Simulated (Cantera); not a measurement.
SiCl₄ + HCl + H₂ (silicon epitaxy and polysilicon growth)

A closed system holds: 1 mol SiCl₄, 0.16 mol HCl, 4.1 mol H₂, held at 850 °C and 14.3 Torr.

Method: chemical equilibrium by Gibbs-energy minimisation in Cantera with the NASA 1993 tables (ideal gas, pure condensed phases). Candidate condensed phases: Si; 19 gas species. The tables' values for SiCl₃ are old estimates; treat these amounts as uncertain. Equilibrium is a limit: real reactors are often held back by kinetics, nucleation or transport.

| Quantity | Result |
|---|---|
| x(H₂) | 0.725 |
| x(SiCl₄) | 0.141 |
| x(HCl) | 0.0881 |
| x(SiHCl₃) | 0.0200 |
| x(SiCl₂) | 0.0128 |
| x(SiCl₃) | 0.0121 |
| x(SiH₂Cl₂) | 0.000345 |
| x(SiH₃Cl) | 1.59e-6 |
| gas amount | 5.361 mol |
| log10 activity of Si(s) (absent) | -0.25 |
